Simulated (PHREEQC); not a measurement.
NaOH is added in steps, without added water, to 1 kg of water holding 0.037 mol/kgw Ni(NO3)2, 0.0015 mol/kgw NaCl and 7.8e-05 mol/kgw HCl, at 25 °C. Oxygen is held at 0.21 atm. No CO2 enters from the air. The run lets Ni(OH)2, Halite precipitate or redissolve, and no other solid.

Base run: PHREEQC, ion-association model, wateq4f.dat. Each further column changes one thing. The table gives pH.

```csv
NaOH added (mol),base,Davies equation for every ion,all activity coefficients set to 1,metal-ligand complexes left out,Debye-Hückel limiting law
0,4.19,4.22,4.11,4.19,4.28
0.01365,6.38,6.38,6.16,6.38,6.49
0.02535,6.42,6.42,6.21,6.42,6.53
0.039,6.49,6.49,6.28,6.49,6.59
0.05265,6.59,6.59,6.39,6.59,6.69
0.06435,6.76,6.76,6.56,6.76,6.85
0.078,11.49,11.49,11.59,11.49,11.45
```

The database's Ni(OH)2 is the aged solid; a fresh precipitate is more soluble.
